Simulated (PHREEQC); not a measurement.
Make-up at 20 °C: 0.0015 mol CuSO4 and 0.11 mol NaCl per kg of water. Closed to the air; pH follows from the charge balance.

The numbers come from PHREEQC with the ion-association model, wateq4f.dat.

### Question
The ionic strength comes out as 0.115 mol/kgw. What activity coefficients do SO4-2, CuOH+, Cl-, CuCl+, H+ get?

### Answer
SO4-2 0.36, CuOH+ 0.76, Cl- 0.76, CuCl+ 0.76, H+ 0.82.

No solid was allowed to form. Examples of supersaturated solids here: Atacamite, Brochantite. Others may be too.
